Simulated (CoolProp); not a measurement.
Aqueous potassium acetate as a coolant, at 33 °C, 1 atm.

Model: Melinder's fits for secondary coolants, in CoolProp.

```
mass %  freezing point (°C)  density (kg/m³)  Prandtl number  conductivity (W/(m K))  viscosity (mPa s)
------  -------------------  ---------------  --------------  ----------------------  -----------------
1                      -0.3             1002            5.16                   0.616                  ?
6.4                    -2.7             1030            5.81                   0.597              0.878
11.7                   -5.5             1055            6.58                   0.578               1.01
17.1                   -8.9             1081            7.50                       ?                  ?
22.4                  -13.4             1109            8.58                   0.542               1.34
27.8                  -19.8             1139               ?                   0.524               1.58
33.1                  -28.4             1169            11.9                   0.507               1.89
38.5                  -39.0             1200            14.4                   0.489               2.32
```

Complete the blanks.


- 1, viscosity (mPa s): 0.768
- 17.1, conductivity (W/(m K)): 0.559
- 17.1, viscosity (mPa s): 1.16
- 27.8, Prandtl number: 10.00
